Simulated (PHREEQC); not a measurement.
**Copper plating or etch bath (model solution)**

Dissolve 0.65 mol/kgw Cu(NO3)2, 0.0054 mol/kgw H2SO4 and 0.0019 mol/kgw H3BO3 at 25 °C. Closed to the air; pH follows from the charge balance.

The numbers come from PHREEQC with the ion-association model, wateq4f.dat.

Each row changes one thing in this solution. Precipitation was switched off in this run.

```csv
case,pH,ionic strength (mol/kgw),SO4-2 (mol/kgw),HSO4- (mol/kgw)
as made,2.12,1.95,0.00192,0.000277
H2SO4 from 0.0054 to 0.00594 mol/kgw,2.08,1.95,0.00210,0.000333
Cu(NO3)2 left out,2.10,0.0123,0.00346,0.00194
H3BO3 left out,2.12,1.95,0.00192,0.000277
diluted 2-fold with water,2.40,0.976,0.000966,9.25e-5
0.012 mol/kgw KCl added,2.12,1.96,0.00192,0.000278
```

The ionic strength passes 0.7 mol/kgw, the rough limit of the ion-association models, in as made; H2SO4 from 0.0054 to 0.00594 mol/kgw; H3BO3 left out; diluted 2-fold with water; 0.012 mol/kgw KCl added.
